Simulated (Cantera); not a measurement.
A freely propagating, adiabatic, planar premixed flame of 6.69 % CH₄, 18.3 % O₂, 75.0 % N₂, unburnt at 300 K and 7.70 bar; mixture-averaged transport, grid criteria slope 0.08 and curve 0.16, no radiation.

Computed with Cantera and GRI-Mech 3.0 (53 species, 325 reactions). Burning velocities carry a grid error of a few per cent, more on coarse grids.

x: mole fraction of selected species; z is measured from the peak of heat release.

| z (mm) | T (K) | u (m/s) | x CH₄ | x O₂ | x C₂H | x N₂O | x NO | x H₂O₂ |
|---|---|---|---|---|---|---|---|---|
| -0.785 | 301 | 0.0566 | 0.0669 | 0.183 | <1e-8 | <1e-8 | <1e-8 | ? |
| -0.523 | 310 | 0.0584 | 0.0664 | 0.183 | <1e-8 | <1e-8 | <1e-8 | ? |
| -0.392 | 344 | 0.0648 | 0.0646 | 0.180 | <1e-8 | <1e-8 | <1e-8 | ? |
| -0.262 | 506 | 0.0958 | 0.0566 | 0.168 | <1e-8 | 7.86e-8 | 1.03e-8 | ? |
| -0.131 | 968 | 0.184 | 0.0340 | 0.129 | <1e-8 | 4.12e-7 | 2.85e-7 | ? |
| -0.0654 | 1319 | 0.251 | 0.0162 | 0.0955 | <1e-8 | 7.72e-7 | 1.13e-6 | ? |
| 0 | 1655 | 0.314 | 0.00155 | 0.0620 | <1e-8 | 1.31e-6 | 2.32e-6 | ? |
| 0.0654 | 1766 | 0.334 | 7.52e-6 | 0.0521 | <1e-8 | 1.84e-6 | 3.12e-6 | ? |
| 0.131 | 1794 | 0.338 | 4.64e-8 | 0.0504 | <1e-8 | 1.84e-6 | 3.44e-6 | ? |
| 0.262 | 1808 | 0.341 | <1e-8 | 0.0499 | <1e-8 | 1.26e-6 | 3.65e-6 | ? |
| 0.523 | 1812 | 0.341 | <1e-8 | 0.0498 | <1e-8 | 5.45e-7 | 3.78e-6 | ? |
| 1.05 | 1812 | 0.341 | <1e-8 | 0.0498 | <1e-8 | 3.33e-7 | 3.94e-6 | 7.81e-8 |
| 2.09 | 1812 | 0.341 | <1e-8 | 0.0498 | <1e-8 | 3.19e-7 | 4.24e-6 | 7.77e-8 |

Some entries are withheld; supply them.


- -0.785, x H₂O₂: 4.85e-8
- -0.523, x H₂O₂: 6.70e-7
- -0.392, x H₂O₂: 3.25e-6
- -0.262, x H₂O₂: 1.61e-5
- -0.131, x H₂O₂: 4.53e-5
- -0.0654, x H₂O₂: 2.20e-5
- 0, x H₂O₂: 2.03e-6
- 0.0654, x H₂O₂: 6.99e-7
- 0.131, x H₂O₂: 4.01e-7
- 0.262, x H₂O₂: 1.75e-7
- 0.523, x H₂O₂: 8.92e-8
